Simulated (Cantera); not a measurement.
An isothermal, constant-pressure homogeneous reactor starts with CH4 : N2 = 1 : 2.5 (molar parts), at 1350 K and 0.132 atm.

Detailed kinetics in Cantera: GRI-Mech 3.0 (53 species, 325 reactions). GRI-Mech 3.0 stops at C3 and has no aromatics, soot or wall deposition, so with more carbon than oxygen in the feed, carbon stays in small species such as C2H2 where larger ones or solid carbon would form.

Q: Predict: x(CH4) at 200 s; x(H2) at 200 s; x(H) at 200 s.

A: 
| Item | Result |
|---|---|
| x(CH4) at 200 s | 0.0849 (gas-phase equilibrium 0.0272) |
| x(H2) at 200 s | 0.232 (gas-phase equilibrium 0.299) |
| x(H) at 200 s | 1.89e-6 (gas-phase equilibrium 3.59e-6) |
